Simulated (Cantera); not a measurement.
## Thermal oxidation and active oxidation of silicon: Si + CO2 + N2 + N2O

Feed: 1 mol Si, 0.53 mol CO2, 82 mol N2, 0.027 mol N2O, at 0.0133 bar.

Equilibrium computed with Cantera from the NASA thermochemical tables; the gas is ideal and each condensed phase is pure. Candidate condensed phases: C, Si, SiC, SiO2, Si2N2O, Si3N4; 34 gas species. Mutual solubility and eutectic melting of coexisting phases are not modelled. The tables' values for SiN are old estimates; treat these amounts as uncertain. The tables hold silica as quartz up to 1696 K and as liquid above; real silica turns to tridymite and cristobalite and melts near 1996 K. The numbers say what is thermodynamically allowed, not how fast it happens.

From 1023 K to 1523 K the condensed part is SiO2(β-quartz) + Si2N2O(s). At 1623 K the condensed part is Si2N2O(s). At 1723 K the condensed part is SiC(s) + Si2N2O(s). From 1823 K to 2023 K the condensed part is SiC(s). From 2123 K to 2223 K nothing is condensed.

| T (K) | x N2 | x SiO | x CO | x Si | x SiN | x Si2C | n SiO2(β-quartz) | n Si2N2O(s) | n SiC(s) |
|---|---|---|---|---|---|---|---|---|---|
| 1023 | 0.994 | 4.27e-12 | 0.00646 | <1e-12 | <1e-12 | <1e-12 | 0.0380 | 0.481 | 0 |
| 1123 | 0.994 | 8.78e-10 | 0.00646 | <1e-12 | <1e-12 | <1e-12 | 0.0380 | 0.481 | 0 |
| 1223 | 0.994 | 7.46e-8 | 0.00646 | <1e-12 | <1e-12 | <1e-12 | 0.0380 | 0.481 | 0 |
| 1323 | 0.994 | 3.20e-6 | 0.00646 | <1e-12 | <1e-12 | <1e-12 | 0.0379 | 0.481 | 0 |
| 1423 | 0.993 | 7.99e-5 | 0.00646 | 9.34e-12 | 1.95e-12 | <1e-12 | 0.0358 | 0.479 | 0 |
| 1523 | 0.992 | 0.00129 | 0.00645 | 6.58e-10 | 8.83e-11 | <1e-12 | 0.00250 | 0.446 | 0 |
| 1623 | 0.992 | 0.00139 | 0.00645 | 2.89e-7 | 2.63e-8 | 7.40e-11 | 0 | 0.443 | 0 |
| 1723 | 0.990 | 0.00502 | 0.00521 | 1.82e-5 | 1.17e-6 | 1.26e-7 | 0 | 0.242 | 0.0997 |
| 1823 | 0.987 | 0.00926 | 0.00381 | 0.000179 | 8.52e-6 | 2.15e-6 | 0 | 0 | 0.213 |
| 1923 | 0.986 | 0.00887 | 0.00420 | 0.000858 | 3.10e-5 | 1.67e-5 | 0 | 0 | 0.179 |
| 2023 | 0.984 | 0.00762 | 0.00542 | 0.00305 | 8.60e-5 | 9.19e-5 | 0 | 0 | 0.0703 |
| 2123 | 0.982 | 0.00672 | 0.00629 | 0.00488 | 0.000110 | 5.13e-5 | 0 | 0 | 0 |
| 2223 | 0.982 | 0.00668 | 0.00633 | 0.00513 | 9.47e-5 | 7.62e-6 | 0 | 0 | 0 |
x: gas mole fraction; n: condensed amount in mol.
